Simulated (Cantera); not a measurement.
# Thermodynamics of carbothermic reduction, feed MgO + C + CO

Feed: 1 mol MgO, 7.4 mol C, 0.01 mol CO, held at 2423.15 K and 3100 Pa.

Cantera equilibrium calculation (NASA polynomials, part measured and part estimated; ideal gas, pure solids and liquids). Candidate condensed phases: C, Mg, MgCO3, MgO; 15 gas species. Rates play no part.

- x(CO): 0.502
- x(Mg): 0.498
- x(C3): 4.66e-6
- x(C): 1.80e-6
- n(C(graphite)): 6.40 mol
- gas amount: 2.010 mol
- log10 activity of Mg(l) (absent): -3.86
